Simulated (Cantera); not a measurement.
An isothermal, constant-pressure homogeneous reactor starts with 4.28 % H₂, 6.38 % O₂, 89.3 % N₂, equivalence ratio 0.34, at 800 K and 150 Torr.

Detailed kinetics in Cantera: GRI-Mech 3.0 (53 species, 325 reactions). Below about 950 K walls govern HO2 and H2O2 in real vessels. The temperature is held fixed by assumption; the heat of reaction is taken as removed at once.

**Question.** Predict: x(H₂) at 100 s; x(O₂) at 100 s; x(HO₂) at 100 s; x(H₂O₂) at 100 s.

**Answer.** 
```
Quantity                                            Result
----------------  ----------------------------------------
x(H₂) at 100 s       0.0308 (gas-phase equilibrium <1e-12)
x(O₂) at 100 s       0.0580 (gas-phase equilibrium 0.0434)
x(HO₂) at 100 s   4.36e-6 (gas-phase equilibrium 2.32e-12)
x(H₂O₂) at 100 s   0.000172 (gas-phase equilibrium <1e-12)
```
